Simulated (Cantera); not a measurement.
# Diamond growth

A diamond (100) surface in a fixed gas of H2 with x(CH4) = 0.014, x(H) = 0.038, x(CH3) = 0.00031, at 1000 K; coverages are run to steady state.

Cantera simulation using the Harris–Goodwin 1993 mechanism for the reconstructed diamond (100) surface; the numbers are that mechanism's predictions, not measurements.

```json
[
 {"P (Pa)": "580", "growth (µm/h)": "0.913", "θ c6HH": "0.593", "θ c6H*": "0.0183", "θ c6*H": "0.373", "θ c6**": "0.00975", "θ c6HM": "0.00426"},
 {"P (Pa)": "950", "growth (µm/h)": "1.52", "θ c6HH": "0.593", "θ c6H*": "0.0183", "θ c6*H": "0.373", "θ c6**": "0.00976", "θ c6HM": "0.00433"},
 {"P (Pa)": "1500", "growth (µm/h)": "2.42", "θ c6HH": "0.593", "θ c6H*": "0.0183", "θ c6*H": "0.373", "θ c6**": "0.00976", "θ c6HM": "0.00437"},
 {"P (Pa)": "2500", "growth (µm/h)": "4.06", "θ c6HH": "0.593", "θ c6H*": "0.0184", "θ c6*H": "0.373", "θ c6**": "0.00977", "θ c6HM": "0.00440"},
 {"P (Pa)": "4100", "growth (µm/h)": "6.69", "θ c6HH": "0.593", "θ c6H*": "0.0185", "θ c6*H": "0.373", "θ c6**": "0.00979", "θ c6HM": "0.00442"},
 {"P (Pa)": "6700", "growth (µm/h)": "11.0", "θ c6HH": "0.593", "θ c6H*": "0.0187", "θ c6*H": "0.372", "θ c6**": "0.00982", "θ c6HM": "0.00443"},
 {"P (Pa)": "11000", "growth (µm/h)": "18.1", "θ c6HH": "0.593", "θ c6H*": "0.0191", "θ c6*H": "0.372", "θ c6**": "0.00987", "θ c6HM": "0.00445"},
 {"P (Pa)": "18000", "growth (µm/h)": "29.7", "θ c6HH": "0.593", "θ c6H*": "0.0196", "θ c6*H": "0.371", "θ c6**": "0.00995", "θ c6HM": "0.00446"}
]
```
θ: site fractions in the mechanism's names (c6HH fully hydrogenated, c6H* and c6*H radical sites, c6** diradical, c6HM methylated).
